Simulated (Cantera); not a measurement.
A perfectly stirred reactor is fed with H2 : O2 : N2 = 1 : 0.526 : 1.98 (molar parts), at 1.01 bar; it is adiabatic with a 600 K inlet, and is followed from long to short residence time, starting on the burning branch (τ in s: 0.21, 0.089, 0.038, 0.016, 0.0067, 0.0028, 0.0012, 0.00051, 0.00021, 9e-05, 3.8e-05, 1.6e-05).

Model: the H2/O2 subset of GRI-Mech 3.0, which has no nitrogen chemistry, integrated in Cantera.

Problem. Predict: blow-out, bracketed by the residence times tried; x(H2) at τ = 0.210 s; x(O2) at τ = 0.210 s; x(OH) at τ = 0.210 s; x(H) at τ = 0.210 s; x(H2O) at τ = 0.210 s; x(H2) at τ = 1.20 ms; x(O2) at τ = 1.20 ms; x(OH) at τ = 1.20 ms; x(H) at τ = 1.20 ms; x(H2O) at τ = 1.20 ms.

Solution. 
```
Quantity                                                                           Value
------------------------------------------------  --------------------------------------
blow-out, bracketed by the residence times tried  burning at 16.0 µs, the shortest tried
x(H2) at τ = 0.210 s                                                              0.0162
x(O2) at τ = 0.210 s                                                              0.0134
x(OH) at τ = 0.210 s                                                              0.0129
x(H) at τ = 0.210 s                                                              0.00331
x(H2O) at τ = 0.210 s                                                              0.303
x(H2) at τ = 1.20 ms                                                              0.0284
x(O2) at τ = 1.20 ms                                                              0.0187
x(OH) at τ = 1.20 ms                                                              0.0174
x(H) at τ = 1.20 ms                                                               0.0104
x(H2O) at τ = 1.20 ms                                                              0.281
```
